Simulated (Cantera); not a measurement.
An adiabatic, constant-volume homogeneous reactor starts with 9.43 % CH4, 4.24 % CO, 17.4 % O2, 65.7 % N2, 2.26 % CO2, 0.943 % H2O, equivalence ratio 1.2, at 1325 K and 1.01 bar.

Cantera simulation using GRI-Mech 3.0 (53 species, 325 reactions); the numbers are that mechanism's predictions, not measurements.

Q: Predict: time of steepest temperature rise; temperature at 8.00 s; equilibrium temperature; x(CO) at 8.00 s; x(O2) at 8.00 s; x(NO) at 8.00 s.

A: 
| Property | Value |
|---|---|
| time of steepest temperature rise | 10.8 ms |
| temperature at 8.00 s | 2833 K |
| equilibrium temperature | 2833 K |
| x(CO) at 8.00 s | 0.0805 (gas-phase equilibrium 0.0805) |
| x(O2) at 8.00 s | 0.0107 (gas-phase equilibrium 0.0107) |
| x(NO) at 8.00 s | 0.00775 (gas-phase equilibrium 0.00775) |
